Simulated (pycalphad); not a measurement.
An equivalent pycalphad script:

```python
from pycalphad import Database, equilibrium, calculate, variables as v
import numpy as np
db = Database('COST507.tdb')
comps = ['AL', 'SI', 'C', 'VA']
phases = ['AL4C3', 'AL4SIC4', 'AL8SIC7', 'CSI', 'DIAMOND_A4', 'FCC_A1', 'GRAPHITE', 'LIQUID']
eq = equilibrium(db, comps, phases, {v.X('SI'): 0.0121, v.X('C'): 0.0678, v.T: np.arange(1850, 499, -50), v.P: 101325, v.N: 1}, output=['HM', 'SM'])
```

Source of the numbers: pycalphad with the COST 507 light-alloy database (1999); pressure 1 atm. These are 1990s assessments: newer ones move some temperatures and phases. Phase fractions are per mole of atoms. Kinetics are ignored, which matters at the lower temperatures.

Results at three of the temperatures:

```
T = 1750.00 K, P = 101325 Pa, N = 1 mol of atoms
G = -103413 J/mol, H = 47422 J/mol, S = 86.19 J/(mol K)  (SER reference)
chemical potentials (J/mol): Al -105417, Si -148065, C -68253
phase             fraction      x(Al)      x(Si)       x(C)
LIQUID              0.8459     0.9837     0.0142     0.0021
AL4C3               0.1541     0.5708   0.000664     0.4286
```

```
T = 1400.00 K, P = 101325 Pa, N = 1 mol of atoms
G = -74476 J/mol, H = 36178 J/mol, S = 79.04 J/(mol K)  (SER reference)
chemical potentials (J/mol): Al -74550, Si -104340, C -68139
phase             fraction      x(Al)      x(Si)       x(C)
LIQUID              0.8419     0.9857     0.0143   2.85e-05
AL4C3               0.1581     0.5709   0.000542     0.4286
```

```
T = 950.00 K, P = 101325 Pa, N = 1 mol of atoms
G = -41424 J/mol, H = 22196 J/mol, S = 66.97 J/(mol K)  (SER reference)
chemical potentials (J/mol): Al -39120, Si -54033, C -70437
phase             fraction      x(Al)      x(Si)       x(C)
LIQUID              0.8428     0.9892     0.0108   1.17e-09
AL4C3               0.1095     0.5712   0.000264     0.4286
AL8SIC7             0.0477     0.5000     0.0625     0.4375
```

Changes of the phase set, refined by bisection:

| T (K) | phases above | phases below |
|---|---|---|
| 995.2 | AL4C3 + LIQUID | AL4C3 + AL8SIC7 + LIQUID |
| 927.8 | AL4C3 + AL8SIC7 + LIQUID | AL8SIC7 + FCC_A1 + LIQUID |
| 916.6 | AL8SIC7 + FCC_A1 + LIQUID | AL8SIC7 + FCC_A1 |
| 682.8 | AL8SIC7 + FCC_A1 | AL8SIC7 + DIAMOND_A4 + FCC_A1 |

Database names, with the compositions (at.%) that they take in these runs: AL4C3: Al 57 C 43; AL8SIC7: Al 50 C 44 Si 6. FCC_A1 is fcc; DIAMOND_A4 is diamond (Si).
